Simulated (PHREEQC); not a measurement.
0.39 g of hydrous ferric oxide (600 m²/g; 0.2 weak and 0.005 strong sites per Fe, Dzombak-Morel constants, diffuse double layer) in 1 kg of water with 0.01 mol/kgw of an inert sodium salt and 3.1e-06 mol/kgw BaCl2 and 6.7e-05 mol/kgw ZnCl2, at 25 °C; the pH is set by adding NaOH or the inert anion's acid. O2 is buffered at 0.21 atm. The system is closed to CO2. No solid was allowed to form.

The series has 13 steps of pH, from 3 to 11.

Computed with PHREEQC (ion-association model, wateq4f.dat).

**Question.** Near which pH is half of the Ba sorbed, and on which side is more sorbed?

**Answer.** Near pH 8.9, with more sorbed at higher pH.

**Question.** Near which pH is half of the Zn sorbed, and on which side is more sorbed?

**Answer.** Near pH 6.5, with more sorbed at higher pH.

Complexes and solids missing from the database can't appear. The oxide is taken as insoluble; below pH 4 it would dissolve.
